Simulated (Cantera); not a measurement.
What does this Cantera script print?

```python
import numpy as np
import cantera as ct

gas_names = """
    H HO2 H2 H2O H2O2 H2S H2SO4 O OH O2 O3 S SH SO SO2 SO3 S2 S2O S8
""".split()
cond_names = """
    H2O(s) H2O(L) H2SO4(L) S(cr1) S(cr2) S(L)
""".split()


# ... load() reads the species with a 1 bar reference pressure and builds the phases ...
atoms = {
    'H2S': {'H': 2, 'S': 1},
    'O2': {'O': 2},
}
top_T = {}  # K; cautious upper limits of use, not melting points


# ... equilibrate(T, P, feed) seeds the gas with the atoms and calls Mixture.equilibrate('TP', solver="vcs", rtol=1e-11, max_steps=5000) ...
results = []
feed = {'H2S': 1, 'O2': 0.89}  # mol
T = 2423.15  # K
P = 1000  # Pa
mix = equilibrate(T, P, feed)
results.append((T, P, feed, dict(zip(mix.species_names, mix.species_moles))))
x = sorted(zip(gas.X, gas.species_names), reverse=True)
print(f"T = {T:g} K  P = {P:g} Pa  gas = {mix.phase_moles(0):.4g} mol")
print("   x: " + "  ".join(f"{s} {v:.3e}" for v, s in x if v > 1e-06))
print("   condensed (mol): " + ("  ".join(f"{mix.phase(i).name} {mix.phase_moles(i):.4g}"
      for i in range(1, mix.n_phases) if mix.phase_moles(i) > 1e-12) or "none"))
```

Result:

```
T = 2423.15 K  P = 1000 Pa  gas = 2.068 mol
   x: H2O 2.184e-01  SO2 2.178e-01  H2 2.112e-01  SO 1.829e-01  H 8.155e-02  S 4.007e-02  S2 1.628e-02  OH 1.595e-02  SH 9.083e-03  O 4.106e-03  O2 1.754e-03  H2S 6.154e-04  S2O 2.940e-04  SO3 1.937e-06
   condensed (mol): none
```

Equilibrium computed with Cantera from the NASA thermochemical tables; the gas is ideal and each condensed phase is pure.
